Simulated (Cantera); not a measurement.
Cantera run:

```python
import numpy as np
import cantera as ct

gas_names = """
    H HNO HNO2 HNO3 HO2 H2 H2O H2O2 N NH NH2 NH3 NH2OH NO NO2 NO3 N2 N2H2 N2H4 N2O O OH O2 O3 Zr ZrN ZrO
    ZrO2
""".split()
cond_names = """
    H2O(s) H2O(L) Zr(a) Zr(b) Zr(L) ZrN(s) ZrN(L) ZrO2(a) ZrO2(b) ZrO2(L)
""".split()


def load(file, names, dense=False):
    # The tables refer to 1 bar. Condensed volumes are neglected.
    table = {s.name: s for s in ct.Species.list_from_file(file)}
    out = []
    for n in names:
        d = dict(table[n].input_data)
        d["thermo"] = dict(d["thermo"], **{"reference-pressure": 1e5})
        if dense:
            d["equation-of-state"] = {"model": "constant-volume", "density": "1e6 g/cm^3"}
        out.append(ct.Species.from_dict(d))
    return out


gas = ct.Solution(thermo="ideal-gas", species=load("nasa_gas.yaml", gas_names))
cond = {s.name: ct.Solution(thermo="fixed-stoichiometry", species=[s], name=s.name)
        for s in load("nasa_condensed.yaml", cond_names, dense=True)}
atoms = {
    'Zr': {'Zr': 1},
    'H2O': {'H': 2, 'O': 1},
    'N2': {'N': 2},
}
top_T = {}  # K; cautious upper limits of use, not melting points


def equilibrate(T, P, feed):
    n = {}
    for name, mol in feed.items():
        for a, k in atoms[name].items():
            n[a] = n.get(a, 0.0) + k * mol
    gas.TPX = T, P, n
    mass = sum(n.values()) * gas.mean_molecular_weight
    gas.equilibrate("TP")
    valid = [c for c in cond.values() if c.min_temp <= T <= top_T.get(c.name, c.max_temp)]
    mix = ct.Mixture([(gas, mass / gas.mean_molecular_weight)] + [(c, 0.0) for c in valid])
    mix.T, mix.P = T, P
    mix.equilibrate("TP", solver="vcs", rtol=1e-11, max_steps=5000)
    return mix


results = []
feed = {'Zr': 1, 'H2O': 0.46, 'N2': 0.99}  # mol
P = 0.73  # Pa
for T in [2073, 2148, 2223, 2298, 2373, 2448, 2523, 2598, 2673]:
    mix = equilibrate(T, P, feed)
    results.append((T, P, feed, dict(zip(mix.species_names, mix.species_moles))))
    x = sorted(zip(gas.X, gas.species_names), reverse=True)
    print(f"T = {T:g} K  P = {P:g} Pa  gas = {mix.phase_moles(0):.4g} mol")
    print("   x: " + "  ".join(f"{s} {v:.3e}" for v, s in x if v > 0.0001))
    print("   condensed (mol): " + ("  ".join(f"{mix.phase(i).name} {mix.phase_moles(i):.4g}"
          for i in range(1, mix.n_phases) if mix.phase_moles(i) > 1e-12) or "none"))
```

It prints:

```
T = 2073 K  P = 0.73 Pa  gas = 1.325 mol
   x: N2 4.574e-01  H 3.836e-01  H2 1.553e-01  ZrO 3.718e-03
   condensed (mol): ZrN(s) 0.7675  ZrO2(b) 0.2275
T = 2148 K  P = 0.73 Pa  gas = 1.43 mol
   x: H 4.631e-01  N2 4.278e-01  H2 9.011e-02  ZrO 1.872e-02  Zr 1.772e-04  ZrO2 1.120e-04
   condensed (mol): ZrN(s) 0.7564  ZrO2(b) 0.2164
T = 2223 K  P = 0.73 Pa  gas = 1.635 mol
   x: H 4.806e-01  N2 3.919e-01  ZrO 8.483e-02  H2 4.109e-02  Zr 1.127e-03  ZrO2 4.809e-04
   condensed (mol): ZrN(s) 0.6988  ZrO2(b) 0.1599
T = 2298 K  P = 0.73 Pa  gas = 2.09 mol
   x: H 4.131e-01  N2 3.474e-01  ZrO 2.187e-01  H2 1.358e-02  Zr 6.466e-03  ZrO2 7.282e-04
   condensed (mol): ZrN(s) 0.5281
T = 2373 K  P = 0.73 Pa  gas = 2.189 mol
   x: H 4.078e-01  N2 3.445e-01  ZrO 2.098e-01  Zr 3.147e-02  H2 6.224e-03  ZrO2 1.771e-04
   condensed (mol): ZrN(s) 0.4715
T = 2448 K  P = 0.73 Pa  gas = 2.645 mol
   x: H 3.435e-01  N2 3.416e-01  ZrO 1.738e-01  Zr 1.388e-01  H2 2.173e-03
   condensed (mol): ZrN(s) 0.1729
T = 2523 K  P = 0.73 Pa  gas = 2.907 mol
   x: N2 3.405e-01  H 3.146e-01  Zr 1.858e-01  ZrO 1.581e-01  H2 9.351e-04
   condensed (mol): none
T = 2598 K  P = 0.73 Pa  gas = 2.909 mol
   x: N2 3.403e-01  H 3.153e-01  Zr 1.857e-01  ZrO 1.580e-01  H2 5.006e-04  N 1.512e-04
   condensed (mol): none
T = 2673 K  P = 0.73 Pa  gas = 2.91 mol
   x: N2 3.401e-01  H 3.156e-01  Zr 1.858e-01  ZrO 1.578e-01  N 2.825e-04  H2 2.767e-04  O 1.702e-04
   condensed (mol): none
```

Cantera equilibrium calculation (NASA polynomials, part measured and part estimated; ideal gas, pure solids and liquids). Mutual solubility and eutectic melting of coexisting phases are not modelled. ZrN: taken at fixed stoichiometry. Condensed phases not in the tables: solid solutions among these carbides, nitrides and lower oxides.
